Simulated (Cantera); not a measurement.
An isothermal, constant-pressure homogeneous reactor starts with CH4 : H2O = 1 : 0.82 (molar parts), at 1675 K and 1.00 bar.

Computed with Cantera and GRI-Mech 3.0 (53 species, 325 reactions).

x: mole fraction; the columns are a selection and need not sum to one.

```tsv
t (s)	x CH4	x H2O	x HCO	x H2	x CH2O
5.00e-6	0.549	0.451	<1e-12	5.89e-5	1.05e-9
1.37e-5	0.549	0.450	1.50e-12	0.000166	1.93e-8
3.78e-5	0.548	0.450	4.75e-11	0.000508	2.92e-7
0.000104	0.546	0.450	5.93e-10	…	…
0.000285	0.538	0.449	3.89e-9	0.00740	1.03e-5
0.000783	0.506	0.443	1.13e-8	0.0330	2.21e-5
0.00215	0.428	0.420	9.17e-9	0.108	1.61e-5
0.00592	…	…	…	…	…
0.0163	0.193	0.342	3.27e-9	0.347	3.69e-6
0.0447	0.0981	0.302	2.39e-9	0.449	1.57e-6
0.123	0.0511	0.256	3.21e-9	0.520	6.93e-7
0.337	0.0375	0.193	6.12e-9	0.578	3.48e-7
0.927	0.0298	0.120	1.05e-8	0.639	1.70e-7
2.55	0.0223	0.0581	1.49e-8	0.690	9.46e-8
7.00	0.0167	0.0200	1.80e-8	0.723	7.46e-8
```

Task: Some entries are withheld; supply them.

Result: 
- 0.000104, x H2: 0.00180
- 0.000104, x CH2O: 2.33e-6
- 0.00592, x CH4: 0.314
- 0.00592, x H2O: 0.383
- 0.00592, x HCO: 5.41e-9
- 0.00592, x H2: 0.225
- 0.00592, x CH2O: 8.04e-6
